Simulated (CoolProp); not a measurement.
Saturation properties of o-xylene (Tc = 630.3 K, pc = 3.737 MPa, ω = 0.312).

Model: reference Helmholtz-energy equation of state, Zhou 2012, in CoolProp.

```csv
T (K),p (MPa),liquid cp (kJ/(kg K)),surface tension (mN/m),vapour viscosity (µPa s)
439.7,0.1761,2.260,14.9,9.50
442.3,0.1871,2.270,14.7,9.56
444.9,0.1986,2.280,14.4,9.62
447.5,0.2107,2.290,14.2,9.68
450,0.2228,2.300,13.9,9.74
452.6,0.2360,2.310,13.7,9.79
455.2,0.2498,2.321,13.5,9.85
457.8,0.2642,2.331,13.2,9.91
460.4,0.2792,2.341,13.0,9.97
463,0.2948,2.352,12.7,10.0
465.6,0.3112,2.362,12.5,10.1
468.2,0.3282,2.373,12.2,10.2
470.7,0.3452,2.383,12.0,10.2
473.3,0.3636,2.394,11.8,10.3
```

It boils at 417.5 K under 1 atm.

Viscosity comes from a separate model (Cao 2016). Surface tension comes from a separate correlation (Mulero 2014).
